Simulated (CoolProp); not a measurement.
Vapour-liquid equilibrium of C2F6 (R116) (1) + R22 (2) at 6.27 bar; x and y are mole fractions of (1).

The numbers come from the multi-fluid Helmholtz-energy mixture model, Lemmon 2006 and Kamei 1995; pair parameters Bell 2016 in CoolProp.

Task: Give the bubble temperature and the first vapour's composition at x = 0.15, 0.35, 0.55. Is there an azeotrope?

Result: x = 0.15: -19.7 °C, y = 0.617; x = 0.35: -28.6 °C, y = 0.752; x = 0.55: -31.5 °C, y = 0.800. No azeotrope shows between x = 0.05 and 0.95.

The pair parameters rest on a limited set of measurements; away from them the model extrapolates. With so large a gap from Raoult's law the liquid may split in two, which this calculation doesn't test in full.
